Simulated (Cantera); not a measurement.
Feed: 1 mol SiH₂Cl₂, 0.041 mol HCl, 13 mol H₂, held at 1698.15 K and 1.00 bar.

Equilibrium computed with Cantera from the NASA thermochemical tables; the gas is ideal and each condensed phase is pure. Candidate condensed phases: Si; 19 gas species. The tables' values for SiCl₃ are old estimates; treat these amounts as uncertain. Gases not in the tables: Si₂H₆ and higher silanes. The numbers say what is thermodynamically allowed, not how fast it happens.

Base state: H₂ 0.894, HCl 0.0785, SiCl₂ 0.0248, SiCl₃ 0.00167, SiHCl₃ 0.000489, SiCl₄ 0.000223, SiH₂Cl₂ 0.000187, H 0.000137 (mole fractions); condensed: Si(l).

Task: What changes in the equilibrium state with this change: SiH₂Cl₂ replaced by Si₂H₆?

Result: 
| species | before | after |
|---|---|---|
| H₂ | 0.894 | 0.997 |
| HCl | 0.0785 | 0.00251 |
| H | 0.000137 | 0.000145 |
| SiCl₂ | 0.0248 | 2.27e-5 |
| SiCl₄ | 0.000223 | <1e-9 |
| SiCl₃ | 0.00167 | 4.63e-8 |
| SiHCl₃ | 0.000489 | 1.43e-8 |
| SiH₂Cl₂ | 0.000187 | 1.90e-7 |
| SiH₃Cl | 2.16e-5 | 7.70e-7 |
| Si(l), mol | 0.588 | 2.00 |
The feed counts by its element totals alone.

Task: What changes in the equilibrium state with this change: 0.46 mol H₂O added?

Result: 
```tsv
species	before	after
H₂	0.894	0.886
HCl	0.0785	0.0761
SiCl₂	0.0248	0.0235
SiO	0	0.0123
H₂O	0	1.91e-5
SiCl₄	0.000223	0.000200
SiHCl₃	0.000489	0.000449
Si(l), mol	0.588	0.268
SiO₂(condensed), mol	0	0.134
```
Each liquid is taken as pure. Mutual solubility and eutectic melting of coexisting phases are not modelled. The tables hold silica as quartz up to 1696 K and as liquid above; real silica turns to tridymite and cristobalite and melts near 1996 K. Further candidate phases: H₂O, SiO₂.

Task: What changes in the equilibrium state with this change: temperature from 1698.15 K to 1425 K?

Result: 
```
species       before    after
----------  --------  -------
H₂             0.894    0.908
HCl           0.0785   0.0646
SiCl₂         0.0248   0.0139
SiH₂         1.25e-5  4.92e-7
H           0.000137  6.50e-6
SiCl₄       0.000223  0.00432
SiHCl₃      0.000489  0.00475
Si(l), mol     0.588        0
Si(s), mol         0    0.588
```
